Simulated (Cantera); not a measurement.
Charge: 1 mol AlI₃, 0.58 mol H₂O, 3.6 mol N₂, at 17.0 Pa.

Method: chemical equilibrium by Gibbs-energy minimisation in Cantera with the NASA 1993 tables (ideal gas, pure condensed phases). Candidate condensed phases: Al, AlI₃, AlN, Al₂O₃, H₂O, I₂; 41 gas species. Mutual solubility and eutectic melting of coexisting phases are not modelled. Equilibrium is a limit: real reactors are often held back by kinetics, nucleation or transport.

Task: At 950 °C, list the 4 most abundant gas species with their mole fractions, and the condensed phases.

Result: N₂ 0.485, I 0.416, H₂ 0.0740, HI 0.0227. Condensed: AlN(s) + Al₂O₃(s).
